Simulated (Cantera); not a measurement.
A freely propagating, adiabatic, planar premixed flame of CH4 : H2 : O2 : N2 : H2O = 1 : 0.23 : 1.51 : 5.68 : 0.38 (molar parts), equivalence ratio 1.4, unburnt at 675 K and 6.10 bar; mixture-averaged transport, grid criteria slope 0.08 and curve 0.16, no radiation.

Cantera simulation using GRI-Mech 3.0 (53 species, 325 reactions); the numbers are that mechanism's predictions, not measurements. Burning velocities carry a grid error of a few per cent, more on coarse grids.

Task: Predict: laminar burning velocity; thermal thickness; peak x(H); peak x(C2H2).

Result: 
```
Quantity                      Value
------------------------  ---------
laminar burning velocity  44.3 cm/s
thermal thickness          0.151 mm
peak x(H)                   0.00137
peak x(C2H2)                0.00230
```
